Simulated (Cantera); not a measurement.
Cantera run:

```python
import numpy as np
import cantera as ct

gas_names = [...]  # 97 gases of nasa_gas.yaml made of Al, C, H, N
cond_names = """
    AL(cr) AL(L) ALN(s) C(gr) C6H6(L) C7H8(L) C8H18(L),n-octa
""".split()


# ... load() reads the species with a 1 bar reference pressure and builds the phases ...
atoms = {
    'Al(CH3)3': {'AL': 1, 'C': 3, 'H': 9},
    'NH3': {'N': 1, 'H': 3},
    'N2': {'N': 2},
}
top_T = {'ALN(s)': 2750, 'C(gr)': 4500}  # K; cautious upper limits of use, not melting points


# ... equilibrate(T, P, feed) seeds the gas with the atoms and calls Mixture.equilibrate('TP', solver="vcs", rtol=1e-11, max_steps=5000) ...
results = []
feed = {'Al(CH3)3': 1, 'NH3': 53, 'N2': 12}  # mol
P = 133.322  # Pa
for T in [725, 875, 1025, 1175, 1325, 1475, 1625]:
    mix = equilibrate(T, P, feed)
    results.append((T, P, feed, dict(zip(mix.species_names, mix.species_moles))))
    x = sorted(zip(gas.X, gas.species_names), reverse=True)
    print(f"T = {T:g} K  P = {P:g} Pa  gas = {mix.phase_moles(0):.4g} mol")
    print("   x: " + "  ".join(f"{s} {v:.3e}" for v, s in x if v > 0.0001))
    print("   condensed (mol): " + ("  ".join(f"{mix.phase(i).name} {mix.phase_moles(i):.4g}"
          for i in range(1, mix.n_phases) if mix.phase_moles(i) > 1e-12) or "none"))
```

Output:

```
T = 725 K  P = 133.322 Pa  gas = 121.6 mol
   x: H2 6.843e-01  N2 3.125e-01  CH4 3.204e-03
   condensed (mol): ALN(s) 1  C(gr) 2.61
T = 875 K  P = 133.322 Pa  gas = 122 mol
   x: H2 6.882e-01  N2 3.116e-01  CH4 2.757e-04
   condensed (mol): ALN(s) 1  C(gr) 2.966
T = 1025 K  P = 133.322 Pa  gas = 122 mol
   x: H2 6.885e-01  N2 3.115e-01
   condensed (mol): ALN(s) 1  C(gr) 2.994
T = 1175 K  P = 133.322 Pa  gas = 122 mol
   x: H2 6.885e-01  N2 3.115e-01
   condensed (mol): ALN(s) 1  C(gr) 2.995
T = 1325 K  P = 133.322 Pa  gas = 122 mol
   x: H2 6.884e-01  N2 3.114e-01  HCN 1.208e-04
   condensed (mol): ALN(s) 1  C(gr) 2.984
T = 1475 K  P = 133.322 Pa  gas = 122 mol
   x: H2 6.881e-01  N2 3.112e-01  HCN 4.089e-04  H 2.946e-04
   condensed (mol): ALN(s) 0.9999  C(gr) 2.948
T = 1625 K  P = 133.322 Pa  gas = 122.1 mol
   x: H2 6.865e-01  N2 3.107e-01  H 1.601e-03  HCN 1.101e-03  AL 1.153e-04
   condensed (mol): ALN(s) 0.9856  C(gr) 2.856
```

These are equilibrium values from Cantera (NASA tables, ideal gas, pure condensed phases), not measurements of a reactor. The feed counts by its element totals alone.
